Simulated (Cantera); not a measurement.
Feed: 1 mol SiCl4, 0.032 mol CH4, a varied amount of H2, at 1700 °C and 10000 Pa.

These are equilibrium values from Cantera (NASA tables, ideal gas, pure condensed phases), not measurements of a reactor. Candidate condensed phases: C, C6H6, C7H8, C8H18, Si, SiC; 109 gas species. Mutual solubility and eutectic melting of coexisting phases are not modelled. The tables' values for SiCl3, SiCl are old estimates; treat these amounts as uncertain. Gases not in the tables: Si2H6 and higher silanes. Rates play no part.

log p: log10 of the partial pressure in bar; n: condensed amount in mol.

```csv
n(H2) (mol),log p H2,log p HCl,log p SiCl2,log p SiCl3,log p H,log p Cl,log p SiCl4,n SiC(s),n Si(l)
2.3,-1.50,-1.34,-1.68,-2.87,-3.62,[?],-3.98,0.0317,0
3.9,-1.31,-1.47,-1.81,-3.22,-3.52,[?],-4.56,0.0318,0
6.7,-1.19,-1.63,-1.97,-3.61,-3.46,[?],-5.17,0.0319,0
11,-1.12,-1.80,-2.14,-3.99,-3.43,[?],-5.75,0.0318,0
20,-1.07,-1.96,-2.46,-4.48,-3.40,[?],-6.43,0.0317,0.171
34,-1.05,-2.11,-2.79,-4.97,-3.39,[?],-7.08,0.0315,0.347
58,-1.03,-2.29,-3.15,-5.52,-3.38,[?],-7.81,0.0312,0.499
99,-1.02,-2.48,-3.54,-6.10,-3.38,[?],-8.59,0.0307,0.614
```

Question: Fill in the missing entries.

Answer: 
- 2.3, log p Cl: -3.58
- 3.9, log p Cl: -3.81
- 6.7, log p Cl: -4.04
- 11, log p Cl: -4.24
- 20, log p Cl: -4.42
- 34, log p Cl: -4.59
- 58, log p Cl: -4.77
- 99, log p Cl: -4.96
